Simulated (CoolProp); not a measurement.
Model: reference Helmholtz-energy equation of state, Gao 2020, in CoolProp.

### Question
Give the vapour pressure (bar), vapour Z, liquid viscosity (µPa s) of saturated ammonia at 59.75, 73.15 °C.

### Answer
```csv
T (°C),p (bar),vapour Z,liquid viscosity (µPa s)
59.75,26.0,0.786,94.7
73.15,35.6,0.737,83.4
```

Viscosity comes from a separate model (Fenghour 1995).
